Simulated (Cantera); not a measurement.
Charge: 1 mol MgO, 2.4 mol Cl2, held at 1025 K and 0.650 bar.

These are equilibrium values from Cantera (NASA tables, ideal gas, pure condensed phases), not measurements of a reactor. Candidate condensed phases: Mg, MgCl2, MgO; 11 gas species. Mutual solubility and eutectic melting of coexisting phases are not modelled. The numbers say what is thermodynamically allowed, not how fast it happens.

### Question
What is the equilibrium state?

### Answer
```json
{
 "x(Cl2)": "0.946",
 "x(O2)": "0.0524",
 "x(Cl)": "0.000675",
 "x(MgCl2)": "0.000514",
 "x(ClO)": "7.25e-6",
 "n(MgCl2(l))": "0.238 mol",
 "n(MgO(s))": "0.761 mol",
 "gas_amount": "2.282 mol",
 "log10 activity of Mg(l) (absent)": "-24.25"
}
```
